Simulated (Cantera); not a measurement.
Charge: 1 mol SiH4, 4.1 mol HCl, 21 mol N2, at 1348.15 K and 1.00 bar.

These are equilibrium values from Cantera (NASA tables, ideal gas, pure condensed phases), not measurements of a reactor. Candidate condensed phases: NH4Cl, Si, Si3N4; 28 gas species. N2 is the only nitrogen source here; it is nearly inert below about 1500 K, so the nitride shown seldom forms there in practice. The tables' values for SiCl3 are old estimates; treat these amounts as uncertain. Kinetics and transport are ignored.

Base state: N2 0.774, HCl 0.132, H2 0.0871, SiCl4 0.00530, SiCl3 0.000317, SiHCl3 0.000198, SiCl2 9.51e-5 (mole fractions); condensed: Si3N4(s).

Question: What changes in the equilibrium state with this change: SiH4 replaced by Si3H8?

Answer: 
```csv
species,before,after
N2,0.774,0.703
H2,0.0871,0.153
HCl,0.132,0.141
SiCl4,0.00530,0.00235
SiCl3,0.000317,0.000175
SiCl2,9.51e-5,6.54e-5
SiHCl3,0.000198,0.000145
"Si3N4(s), mol",0.281,0.975
```
The feed counts by its element totals alone.
